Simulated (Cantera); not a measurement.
Cantera run:

```python
import numpy as np
import cantera as ct

gas_names = [...]  # 92 gases of nasa_gas.yaml made of C, H, N
cond_names = """
    C(gr) C6H6(L) C7H8(L) C8H18(L),n-octa
""".split()


# ... load() reads the species with a 1 bar reference pressure and builds the phases ...
atoms = {
    'C3H6': {'C': 3, 'H': 6},
    'NH3': {'N': 1, 'H': 3},
    'H2': {'H': 2},
}
top_T = {'C(gr)': 4500}  # K; cautious upper limits of use, not melting points


# ... equilibrate(T, P, feed) seeds the gas with the atoms and calls Mixture.equilibrate('TP', solver="vcs", rtol=1e-11, max_steps=5000) ...
results = []
feed = {'C3H6': 1, 'NH3': 1.4, 'H2': 17}  # mol
T = 1475  # K
P = 10000  # Pa
mix = equilibrate(T, P, feed)
results.append((T, P, feed, dict(zip(mix.species_names, mix.species_moles))))
print(gas.report(threshold=0.0001))
for i in range(1, mix.n_phases):
    print(f"{mix.phase(i).name:16s} {mix.phase_moles(i):12.5e} mol")
```

Output:

```
       temperature   1475 K
          pressure   10000 Pa
           density   0.0022996 kg/m^3
  mean mol. weight   2.8202 kg/kmol
   phase of matter   gas

                          1 kg             1 kmol
                     ---------------   ---------------
          enthalpy        1.2627e+07        3.5612e+07  J
   internal energy        8.2788e+06        2.3348e+07  J
           entropy             71145        2.0064e+05  J/K
    Gibbs function       -9.2311e+07       -2.6034e+08  J
 heat capacity c_p             11471             32352  J/K
 heat capacity c_v            8523.2             24037  J/K

                      mass frac. Y      mole frac. X     chem. pot. / RT
                     ---------------   ---------------   ---------------
               CH4         0.0015523        0.00027287           -43.935
               HCN         0.0014588        0.00015223           -28.477
                H2           0.69261           0.96889           -20.888
                N2           0.30428          0.030632           -31.749
     [  +88 minor]        0.00010721        5.0788e-05

C(gr)             2.98995e+00 mol
```

Equilibrium computed with Cantera from the NASA thermochemical tables; the gas is ideal and each condensed phase is pure.
